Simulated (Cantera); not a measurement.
Input (Python, Cantera):

```python
import numpy as np
import cantera as ct

gas = ct.Solution("gri30.yaml")


def delay(T, t_max=10):
    gas.TPX = T, 760000, {'CH4': 1, 'CO': 0.11, 'O2': 1.37, 'N2': 5.21, 'H2O': 0.22}
    reactor = ct.IdealGasReactor(gas, clone=False)
    net = ct.ReactorNet([reactor])
    net.rtol, net.atol = 1e-8, 1e-16
    while net.time < t_max:
        t_old, T_old = net.time, reactor.T
        net.step()
        if reactor.T > T + 400:  # ignition: a rise of 400 K
            return t_old + (T + 400 - T_old) / (reactor.T - T_old) * (net.time - t_old)
    return np.nan


taus = []
for T in [1325, 1400, 1475, 1550, 1625]:
    taus.append(delay(T))
    print(f"T0 = {T:6g} K   tau = {taus[-1]:.4e} s")

# d ln(tau) / d ln(k), from doubling and halving each rate constant
T, sens = 1625, []
for i in range(gas.n_reactions):
    gas.set_multiplier(2.0, i)
    up = delay(T)
    gas.set_multiplier(0.5, i)
    down = delay(T)
    gas.set_multiplier(1.0, i)
    sens.append((np.log(up / down) / np.log(4.0), gas.reaction(i).equation))
sens.sort(key=lambda x: -abs(x[0]))
print(f"sensitivities at {T} K")
for s, eq in sens[:10]:
    print(f"{s:8.3f}  {eq}")
```

Output:

```
T0 =   1325 K   tau = 1.9691e-03 s
T0 =   1400 K   tau = 8.4795e-04 s
T0 =   1475 K   tau = 3.8254e-04 s
T0 =   1550 K   tau = 1.8008e-04 s
T0 =   1625 K   tau = 8.8665e-05 s
sensitivities at 1625 K
  -0.435  CH3 + O2 <=> CH3O + O
   0.325  2 CH3 (+M) <=> C2H6 (+M)
  -0.279  H + O2 <=> O + OH
   0.217  CH4 + H <=> CH3 + H2
  -0.187  CH3 + O2 <=> CH2O + OH
  -0.154  CH3 + HO2 <=> CH3O + OH
  -0.121  CH2O + O2 <=> HCO + HO2
  -0.103  2 CH3 <=> C2H5 + H
  -0.100  CH3O + O2 <=> CH2O + HO2
  -0.099  CH3 + HO2 <=> CH4 + O2
```

Computed with Cantera and GRI-Mech 3.0 (53 species, 325 reactions).
